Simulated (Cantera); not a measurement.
Input: 1 mol SiO₂, 1.4 mol Al₂O₃, 20 mol H₂, held at 1627 °C and 3080 Torr.

Method: chemical equilibrium by Gibbs-energy minimisation in Cantera with the NASA 1993 tables (ideal gas, pure condensed phases). Candidate condensed phases: Al, Al₂O₃, Al₂SiO₅, Al₆Si₂O₁₃, H₂O, Si, SiO₂; 28 gas species. Mutual solubility and eutectic melting of coexisting phases are not modelled. The tables hold silica as quartz up to 1696 K and as liquid above; real silica turns to tridymite and cristobalite and melts near 1996 K. Condensed phases not in the tables: alloys, solid solutions and most ternary compounds. Kinetics and transport are ignored.

Base state: H₂ 0.996, H₂O 0.00183, SiO 0.00183, H 0.000391 (mole fractions); condensed: Al₆Si₂O₁₃(mullite) + SiO₂(condensed).

Question: What changes in the equilibrium state with this change: temperature from 1627 °C to 727 °C?

Answer: 
```
species                     before    after
------------------------  --------  -------
H₂                           0.996     1.00
H₂O                        0.00183  1.18e-8
H                         0.000391  1.12e-9
SiO                        0.00183    <1e-9
Al₆Si₂O₁₃(mullite), mol      0.467        0
SiO₂(condensed), mol        0.0299        0
Al₂O₃(s), mol                    0    0.400
Al₂SiO₅(andalusite), mol         0     1.00
```
